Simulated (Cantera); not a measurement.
**Premixed flame**

A freely propagating, adiabatic, planar premixed flame of 12.8 % CH₄, 18.3 % O₂, 68.8 % N₂, equivalence ratio 1.4, unburnt at 448 K and 465 Torr; mixture-averaged transport, grid criteria slope 0.08 and curve 0.16, no radiation.

Detailed kinetics in Cantera: GRI-Mech 3.0 (53 species, 325 reactions). Burning velocities carry a grid error of a few per cent, more on coarse grids.

```csv
z (mm),T (K),u (m/s),x CH₄,x O₂,x O,x H,x C₂H,x HO₂
-2.66,448,0.446,0.128,0.183,<1e-8,<1e-8,<1e-8,3.42e-8
-1.78,452,0.452,0.127,0.182,<1e-8,<1e-8,<1e-8,5.84e-7
-1.33,470,0.473,0.125,0.180,<1e-8,<1e-8,<1e-8,3.63e-6
-0.888,588,0.600,0.115,0.170,2.32e-8,2.44e-7,<1e-8,2.88e-5
-0.444,1070,1.12,0.0764,0.125,4.91e-6,5.03e-5,<1e-8,6.38e-5
-0.222,1463,1.55,0.0419,0.0804,4.51e-5,0.000437,1.99e-8,8.17e-5
0,1805,1.94,0.0119,0.0340,0.000172,0.00228,6.67e-7,3.40e-5
0.222,1964,2.11,0.00178,0.00984,0.000221,0.00471,1.45e-6,4.74e-6
0.444,2010,2.16,0.000259,0.00258,0.000178,0.00580,7.30e-7,7.13e-7
0.888,2029,2.17,1.06e-5,0.000314,0.000132,0.00592,9.44e-8,1.01e-7
1.78,2038,2.18,1.87e-7,0.000126,1.00e-4,0.00527,<1e-8,5.37e-8
3.55,2049,2.19,<1e-8,8.26e-5,6.66e-5,0.00428,<1e-8,3.60e-8
7.10,2061,2.20,<1e-8,4.45e-5,3.59e-5,0.00312,<1e-8,1.93e-8
```
x: mole fraction of selected species; z is measured from the peak of heat release.

```json
{
  "laminar_burning_velocity": "44.4 cm/s",
  "thermal_thickness": "0.888 mm",
  "peak x(O)": "0.000224",
  "peak x(H)": "0.00601",
  "peak x(C₂H)": "1.48e-6",
  "peak x(HO₂)": "8.25e-5"
}
```
